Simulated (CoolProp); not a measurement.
Properties of dimethyl ether along the isotherm 269.3 K (Tc = 400.4 K, pc = 5.337 MPa, ω = 0.196).

Computed with CoolProp (reference Helmholtz-energy equation of state, Wu 2011).

| p (MPa) | phase | density (kg/m³) | cp (kJ/(kg K)) | speed of sound (m/s) | expansivity (1/kK) | fugacity coefficient |
|---|---|---|---|---|---|---|
| 0.0422 | gas | 0.8779 | 1.374 | 235.0 | 3.870 | 0.9891 |
| 0.0866 | gas | 1.823 | 1.401 | 233.1 | 4.048 | 0.9776 |
| 0.178 | gas | 3.848 | 1.463 | 228.8 | 4.464 | 0.9540 |
| 0.365 | liquid | 705.8 | 2.305 | 1032 | 2.076 | 0.6010 |
| 0.75 | liquid | 706.4 | 2.302 | 1035 | 2.065 | 0.2958 |
| 1.54 | liquid | 707.5 | 2.298 | 1041 | 2.044 | 0.1474 |
| 3.16 | liquid | 709.7 | 2.289 | 1054 | 2.002 | 0.07530 |
| 6.5 | liquid | 714.2 | 2.272 | 1080 | 1.924 | 0.04032 |
| 13.3 | liquid | 722.6 | 2.244 | 1127 | 1.789 | 0.02394 |
